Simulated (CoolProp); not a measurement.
A single-stage vapour-compression cycle with the fluid: evaporating at 274.15 K (dew point), condensing at 313.15 K (bubble point), superheat 0 K, subcooling 0 K, compressor efficiency 0.85, no pressure losses. The same conditions are run with several fluids, on thermodynamics alone (safety and materials aside).

Model: reference Helmholtz-energy equation of state of each fluid (R407C: Lemmon 2003; R1132(E): Akasaka 2024; n-perfluorobutane: Gao 2022; R134a: Tillner-Roth 1994; cyclopentane: Gedanitz 2015; vinyl chloride: Thol 2022), in CoolProp. Blends and air are pseudo-pure fits.

```json
[
 {"fluid": "R407C", "cooling COP": "4.03", "pressure ratio": "3.67", "discharge temperature (K)": "335.2", "refrigerating effect (kJ/kg)": "149", "volumetric capacity (kJ/m³)": "___"},
 {"fluid": "R1132(E)", "cooling COP": "4.54", "pressure ratio": "2.85", "discharge temperature (K)": "332.5", "refrigerating effect (kJ/kg)": "176", "volumetric capacity (kJ/m³)": "___"},
 {"fluid": "n-perfluorobutane", "cooling COP": "4.04", "pressure ratio": "___", "discharge temperature (K)": "313.2", "refrigerating effect (kJ/kg)": "52.1", "volumetric capacity (kJ/m³)": "656"},
 {"fluid": "R134a", "cooling COP": "4.83", "pressure ratio": "3.35", "discharge temperature (K)": "321.5", "refrigerating effect (kJ/kg)": "143", "volumetric capacity (kJ/m³)": "2130"},
 {"fluid": "cyclopentane", "cooling COP": "5.38", "pressure ratio": "4.96", "discharge temperature (K)": "330.1", "refrigerating effect (kJ/kg)": "353", "volumetric capacity (kJ/m³)": "164"},
 {"fluid": "vinyl chloride", "cooling COP": "___", "pressure ratio": "3.36", "discharge temperature (K)": "342.2", "refrigerating effect (kJ/kg)": "283", "volumetric capacity (kJ/m³)": "___"}
]
```

What belongs in the gaps?


- R407C, volumetric capacity (kJ/m³): 3050
- R1132(E), volumetric capacity (kJ/m³): 4890
- n-perfluorobutane, pressure ratio: 3.69
- vinyl chloride, cooling COP: 5.24
- vinyl chloride, volumetric capacity (kJ/m³): 1460

The compression ends wet for: n-perfluorobutane.
